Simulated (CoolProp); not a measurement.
Aqueous propylene glycol as a coolant, 18 % by mass, freezing at -6.2 °C, 1 atm.

Computed with CoolProp (Melinder's fits for secondary coolants).

```csv
T (°C),density (kg/m³),cp (kJ/(kg K)),Prandtl number,conductivity (W/(m K))
-4,1018,3.953,?,0.475
0.1,1018,3.961,32.2,0.480
4.2,1017,3.968,27.0,0.485
8.2,1016,3.975,23.0,0.489
12.3,1015,?,19.7,0.494
16.4,?,3.991,17.0,0.498
20.5,1013,?,14.8,0.503
24.6,1011,4.007,13.0,0.507
28.7,1010,4.015,11.5,0.512
32.8,1008,4.023,10.3,0.516
```

**Question.** Some entries are withheld; supply them.

**Answer.** 
- -4, Prandtl number: 38.8
- 12.3, cp (kJ/(kg K)): 3.983
- 16.4, density (kg/m³): 1014
- 20.5, cp (kJ/(kg K)): 3.999
